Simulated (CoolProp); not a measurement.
Vapour-liquid equilibrium of propylene (1) + R152A (2) at 0.0293 MPa; x and y are mole fractions of (1).

Computed with CoolProp (multi-fluid Helmholtz-energy mixture model, Lemmon 2013 and Outcalt 1996; pair parameters Bell 2016).

Q: Give the bubble temperature and the first vapour's composition at x = 0.2, 0.35, 0.8. Is there an azeotrope?

A: x = 0.2: -64.7 °C, y = 0.683; x = 0.35: -68.3 °C, y = 0.777; x = 0.8: -71.2 °C, y = 0.877. No azeotrope shows between x = 0.05 and 0.95.

Pair parameters are fitted to limited data, so mixtures are less certain than the pure fluids.
